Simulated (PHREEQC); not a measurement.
0.95 g of hydrous ferric oxide (600 m²/g; 0.2 weak and 0.005 strong sites per Fe, Dzombak-Morel constants, diffuse double layer) in 1 kg of water with 0.1 mol/kgw of an inert sodium salt and 4.3e-06 mol/kgw Na2SeO4, at 25 °C; the pH is set by adding NaOH or the inert anion's acid. Oxygen alone is held at its pressure in air (log pO2 = -0.68). The system is closed to CO2. No solid was allowed to form.

Base run: PHREEQC, ion-association model, wateq4f.dat. Each further column changes one thing. The table gives surface charge σ (C/m²).

```json
[
 {"pH": "3", "base": "0.362", "background salt from 0.1 to 0.01 mol/kgw": "…", "oxide from 0.95 to 4.8 g/kgw": "0.363", "0.0026 mol/kgw H3BO3 added": "0.362"},
 {"pH": "4.33", "base": "0.290", "background salt from 0.1 to 0.01 mol/kgw": "…", "oxide from 0.95 to 4.8 g/kgw": "0.292", "0.0026 mol/kgw H3BO3 added": "0.289"},
 {"pH": "5.67", "base": "0.141", "background salt from 0.1 to 0.01 mol/kgw": "0.066", "oxide from 0.95 to 4.8 g/kgw": "0.142", "0.0026 mol/kgw H3BO3 added": "0.141"},
 {"pH": "7", "base": "0.045", "background salt from 0.1 to 0.01 mol/kgw": "…", "oxide from 0.95 to 4.8 g/kgw": "0.045", "0.0026 mol/kgw H3BO3 added": "0.045"},
 {"pH": "8.33", "base": "-0.008", "background salt from 0.1 to 0.01 mol/kgw": "-0.003", "oxide from 0.95 to 4.8 g/kgw": "-0.008", "0.0026 mol/kgw H3BO3 added": "-0.008"},
 {"pH": "9.67", "base": "-0.071", "background salt from 0.1 to 0.01 mol/kgw": "-0.029", "oxide from 0.95 to 4.8 g/kgw": "-0.071", "0.0026 mol/kgw H3BO3 added": "-0.071"},
 {"pH": "11", "base": "-0.190", "background salt from 0.1 to 0.01 mol/kgw": "…", "oxide from 0.95 to 4.8 g/kgw": "-0.191", "0.0026 mol/kgw H3BO3 added": "-0.191"}
]
```

Q: What belongs in the gaps?

A: 
- 3, background salt from 0.1 to 0.01 mol/kgw: 0.326
- 4.33, background salt from 0.1 to 0.01 mol/kgw: 0.180
- 7, background salt from 0.1 to 0.01 mol/kgw: 0.017
- 11, background salt from 0.1 to 0.01 mol/kgw: -0.100

The oxide is taken as insoluble; below pH 4 it would dissolve.
